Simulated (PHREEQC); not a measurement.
## Alkaline etch or developer: speciation

Solution (20 °C): 0.005 mol/kgw KOH. Closed to the air; pH follows from the charge balance.

All values are PHREEQC results (ion-association model, wateq4f.dat), not measurements.

- pH = 11.83
- ionic strength = 0.00500 mol/kgw
- total alkalinity = 5.00 meq/kg

| species | molality | activity | log γ |
|---|---|---|---|
| OH- | 0.00500 | 0.00463 | -0.033 |
| K+ | 0.00500 | 0.00463 | -0.033 |

This is a speciation only: nothing precipitates in the calculation. Complexes and solids missing from the database can't appear.
